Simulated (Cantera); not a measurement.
Feed: 1 mol H₂O, 1.5 mol O₂, at 3.90 bar.

These are equilibrium values from Cantera (NASA tables, ideal gas, pure condensed phases), not measurements of a reactor. Candidate condensed phases: H₂O; 22 gas species. Ions and electrons are included (thermal ionisation). Rates play no part. All values below are at 2727 °C.

Base state: O₂ 0.533, H₂O 0.322, OH 0.0854, O 0.0418, H₂ 0.0100, H 0.00800, HO₂ 0.000215 (mole fractions); condensed: gas only.

What changes in the equilibrium state with this change: pressure from 3.90 bar to 24.0 Pa?


```csv
species,before,after
O,0.0418,0.656
H,0.00800,0.332
O₂,0.533,0.00804
H₂O,0.322,3.29e-5
OH,0.0854,0.00342
H₂,0.0100,0.00106
HO₂,0.000215,8.30e-9
```
